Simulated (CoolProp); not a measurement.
Vapour pressure (MPa) of fluorine: the reference equation beside estimates from Tc = -128.7 °C, pc = 5.240 MPa, ω = 0.045.

The numbers come from the reference Helmholtz-energy equation of state, de Reuck 1990 in CoolProp.

```tsv
T (°C)	reference	Lee-Kesler	Soave-Redlich-Kwong
-187.85	0.1044	0.1064	0.1056
-182.05	0.1931	0.1962	0.1953
-176.15	0.3328	0.3375	0.3368
-170.25	…	0.5434	0.5438
-164.45	0.8148	0.8229	0.8265
-158.55	1.192	1.201	1.211
-152.75	1.671	1.680	1.699
-146.85	2.287	…	2.326
-140.95	…	3.057	3.099
```

Problem. Some entries are withheld; supply them.

Solution. 
- -170.25, reference: 0.5368
- -146.85, Lee-Kesler: 2.294
- -140.95, reference: 3.052

Absolute difference from the reference over all 9 rows, mean and median: Lee-Kesler 1.0 and 1.0 %, Soave-Redlich-Kwong 1.4 and 1.4 %.
